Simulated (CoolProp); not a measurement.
R365MFC along the isotherm 415.2 K: Z from the reference equation and from simpler models built on Tc = 460.0 K, pc = 3.266 MPa, ω = 0.377; each cubic takes its own stable root.

Values from CoolProp's reference Helmholtz-energy equation of state, Lemmon 2016.

```csv
p (MPa),phase,reference
0.408,gas,0.9335
0.817,gas,0.8576
1.22,gas,0.7674
1.63,liquid,0.07461
2.04,liquid,0.09271
2.45,liquid,0.1106
2.86,liquid,0.1283
3.27,liquid,0.1459
3.67,liquid,0.1629
4.08,liquid,0.1802
4.49,liquid,0.1973
4.9,liquid,0.2143
```

How far does each simpler model (van der Waals, Redlich-Kwong) lie from the reference over these 12 states: mean and median of the absolute difference, and the worst?


- van der Waals: mean 163.8 %, median 58.1 %, worst +918.6 % at 415.2 K and 1.63 MPa
- Redlich-Kwong: mean 84.7 %, median 18.8 %, worst +848.8 % at 415.2 K and 1.63 MPa

At some of these states van der Waals, Redlich-Kwong gives the other phase, because its saturation line lies elsewhere.
